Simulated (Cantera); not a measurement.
An adiabatic, constant-pressure homogeneous reactor starts with H₂ : O₂ : N₂ = 1 : 0.943 : 3.55 (molar parts), equivalence ratio 0.53, at 1125 K and 150000 Pa. Integrator tolerance rtol = 1e-08.

Cantera simulation using the H2/O2 subset of GRI-Mech 3.0, which has no nitrogen chemistry; the numbers are that mechanism's predictions, not measurements.

Question: What does this change do: N2 3.55 to 2.8 parts?

Answer: 
```csv
quantity,before,after
time of steepest temperature rise,55.9 µs,48.0 µs
temperature at 9.00 s,2361 K,2501 K
equilibrium temperature,2361 K,2501 K
x(H₂) at 9.00 s,0.00158 (gas-phase equilibrium 0.00158),0.00344 (gas-phase equilibrium 0.00344)
x(O₂) at 9.00 s,0.0861 (gas-phase equilibrium 0.0861),0.0996 (gas-phase equilibrium 0.0996)
x(O) at 9.00 s,0.00169 (gas-phase equilibrium 0.00169),0.00377 (gas-phase equilibrium 0.00377)
x(H₂O) at 9.00 s,0.193 (gas-phase equilibrium 0.193),0.222 (gas-phase equilibrium 0.222)
x(H₂O₂) at 9.00 s,3.57e-7 (gas-phase equilibrium 3.57e-7),6.04e-7 (gas-phase equilibrium 6.04e-7)
x(H) at 9.00 s,0.000431 (gas-phase equilibrium 0.000431),0.00122 (gas-phase equilibrium 0.00122)
```

Question: What does this change do: O2 0.943 to 0.62 parts?

Answer: 
| quantity | before | after |
|---|---|---|
| time of steepest temperature rise | 55.9 µs | 71.4 µs |
| temperature at 9.00 s | 2361 K | 2427 K |
| equilibrium temperature | 2361 K | 2427 K |
| x(H₂) at 9.00 s | 0.00158 (gas-phase equilibrium 0.00158) | 0.00435 (gas-phase equilibrium 0.00435) |
| x(O₂) at 9.00 s | 0.0861 (gas-phase equilibrium 0.0861) | 0.0251 (gas-phase equilibrium 0.0251) |
| x(O) at 9.00 s | 0.00169 (gas-phase equilibrium 0.00169) | 0.00130 (gas-phase equilibrium 0.00130) |
| x(H₂O) at 9.00 s | 0.193 (gas-phase equilibrium 0.193) | 0.204 (gas-phase equilibrium 0.204) |
| x(H₂O₂) at 9.00 s | 3.57e-7 (gas-phase equilibrium 3.57e-7) | 2.37e-7 (gas-phase equilibrium 2.37e-7) |
| x(H) at 9.00 s | 0.000431 (gas-phase equilibrium 0.000431) | 0.000979 (gas-phase equilibrium 0.000979) |
